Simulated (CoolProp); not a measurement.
Vapour-liquid equilibrium of carbon dioxide (1) + isobutane (2) at 232.9 K; x and y are mole fractions of (1).

Values from CoolProp's multi-fluid Helmholtz-energy mixture model, Span 1996 and Bücker 2006; pair parameters Kunz 2012.

| x | bubble pressure (MPa) | y at the bubble point | dew pressure at overall composition x (MPa) | liquid density (mol/L) |
|---|---|---|---|---|
| 0.05 | 0.1163 | 0.760 | 0.02983 | 10.98 |
| 0.125 | 0.2482 | 0.891 | 0.03239 | 11.39 |
| 0.2 | 0.3704 | 0.930 | 0.03542 | 11.86 |
| 0.275 | 0.4764 | 0.948 | 0.03908 | 12.41 |
| 0.35 | 0.5636 | 0.957 | 0.04357 | 13.05 |
| 0.425 | 0.6329 | 0.964 | 0.04920 | 13.79 |
| 0.5 | 0.6875 | 0.968 | 0.05651 | 14.64 |
| 0.575 | 0.7317 | 0.972 | 0.06635 | 15.63 |
| 0.65 | 0.7703 | 0.975 | 0.08031 | 16.78 |
| 0.725 | 0.8075 | 0.978 | 0.1017 | 18.12 |
| 0.8 | 0.8473 | 0.982 | 0.1386 | 19.68 |
| 0.875 | 0.8934 | 0.986 | 0.2175 | 21.53 |
| 0.95 | 0.9498 | 0.993 | 0.4959 | 23.72 |

No azeotrope shows between x = 0.05 and 0.95.

Pair parameters are fitted to limited data, so mixtures are less certain than the pure fluids. With so large a gap from Raoult's law the liquid may split in two, which this calculation doesn't test in full.
